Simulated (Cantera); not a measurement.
Standard-state values (1 bar) from the NASA 1993 polynomials, evaluated with Cantera. Values are per mole of reaction as written; species without (g) are pure solids or liquids, kept so even where they would boil at 1 bar.

2 P2(g) + 5 O2(g) → P4O10(g)

| T (K) | ΔH° (kJ) | ΔS° (J/K) | ΔG° (kJ) | log10 K |
|---|---|---|---|---|
| 300 | -3191.5 | -1058.2 | -2874.0 | 500.40 |
| 1898 | -3110.0 | -983.2 | -1243.8 | 34.23 |
| 1948 | -3106.9 | -981.6 | -1194.7 | 32.04 |
| 1998 | -3103.8 | -980.0 | -1145.7 | 29.95 |
| 2048 | -3100.7 | -978.5 | -1096.7 | 27.97 |
| 2098 | (withheld) | (withheld) | (withheld) | (withheld) |
| 2148 | -3094.6 | -975.6 | -999.0 | 24.29 |
| 2198 | -3091.6 | -974.2 | -950.3 | 22.58 |
| 2248 | (withheld) | (withheld) | (withheld) | (withheld) |
| 2298 | -3085.6 | -971.5 | -853.0 | 19.39 |
| 2348 | (withheld) | (withheld) | (withheld) | (withheld) |

Problem. Some entries are withheld; supply them.

Solution. 
- 2098, ΔH° (kJ): -3097.7
- 2098, ΔS° (J/K): -977.0
- 2098, ΔG° (kJ): -1047.8
- 2098, log10 K: 26.09
- 2248, ΔH° (kJ): -3088.6
- 2248, ΔS° (J/K): -972.9
- 2248, ΔG° (kJ): -901.6
- 2248, log10 K: 20.95
- 2348, ΔH° (kJ): -3082.6
- 2348, ΔS° (J/K): -970.3
- 2348, ΔG° (kJ): -804.4
- 2348, log10 K: 17.90
